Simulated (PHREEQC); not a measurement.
Dissolve 0.44 mol MgSO4, 0.18 mol K2SO4 and 0.9 mol MgCl2 per kg of water at 75 °C and 500 atm. Closed to the air; pH follows from the charge balance.

Equilibrium calculation in PHREEQC: Pitzer model, pitzer.dat.

Each row changes one thing in this solution. No solid was allowed to form.

```json
[
 {"case": "as made", "pH": "5.51", "MgOH+ (mol/kgw)": "1.21e-5", "HSO4- (mol/kgw)": "9.94e-6", "SI of Hexahydrite (MgSO4:6H2O)": "-1.23"},
 {"case": "MgCl2 left out", "pH": "6.20", "MgOH+ (mol/kgw)": "8.60e-6", "HSO4- (mol/kgw)": "8.59e-6", "SI of Hexahydrite (MgSO4:6H2O)": "-1.57"},
 {"case": "0.03 mol/kgw CO2 added", "pH": "3.81", "MgOH+ (mol/kgw)": "2.44e-7", "HSO4- (mol/kgw)": "0.000501", "SI of Hexahydrite (MgSO4:6H2O)": "-1.23"},
 {"case": "MgSO4 from 0.44 to 0.088 mol/kgw", "pH": "5.53", "MgOH+ (mol/kgw)": "7.80e-6", "HSO4- (mol/kgw)": "5.50e-6", "SI of Hexahydrite (MgSO4:6H2O)": "-1.60"},
 {"case": "temperature from 75 to 30 °C", "pH": "5.92", "MgOH+ (mol/kgw)": "1.91e-6", "HSO4- (mol/kgw)": "1.24e-6", "SI of Hexahydrite (MgSO4:6H2O)": "-0.96"}
]
```

In brines, pH and single-ion activities rest on the MacInnes convention. Under pressure, the constants of complexes without a molar volume in the database are unreliable. Away from 25 °C the constants follow the database's enthalpies or fits; those with neither stay at their 25 °C values.
